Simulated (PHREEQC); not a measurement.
A column of 0.1 m (30 cells, dispersivity 0.005 m, 60 s a shift, diffusion coefficient 3e-10 m²/s) holds 0.02 eq of the database's cation exchanger X per kg of pore water, first in equilibrium with 34 mmol/kgw NH4Cl, 1.8 mmol/kgw KCl and 0.01 mmol/kgw HCl. It is flushed with 5.8 mmol/kgw (NH4)2SO4 and 0.01 mmol/kgw HCl, at 15 °C. Values are for the last cell. No CO2 enters from the air. No solid was allowed to form.

Base run: PHREEQC, ion-association model, phreeqc.dat. Each further column changes one thing. The table gives K in solution (mol/kgw).

```tsv
pore volumes	base	exchange capacity from 0.02 to 0.01 eq/kgw	dispersivity from 0.005 to 0.01 m
0	0.00180	0.00180	0.00180
0.4167	0.00180	0.00180	0.00177
1.017	0.00107	0.00104	0.00104
1.417	0.000677	0.000586	0.000701
1.817	0.000547	0.000381	0.000538
2.417	0.000431	0.000185	0.000396
2.817	0.000343	0.000103	0.000320
3.217	0.000258	5.33e-5	0.000253
3.617	0.000186	2.65e-5	0.000196
4.217	0.000105	8.73e-6	0.000130
4.617	7.00e-5	4.06e-6	9.69e-5
5.017	4.55e-5	1.86e-6	7.19e-5
5.617	2.31e-5	5.68e-7	4.54e-5
6.017	1.45e-5	2.55e-7	3.32e-5
```
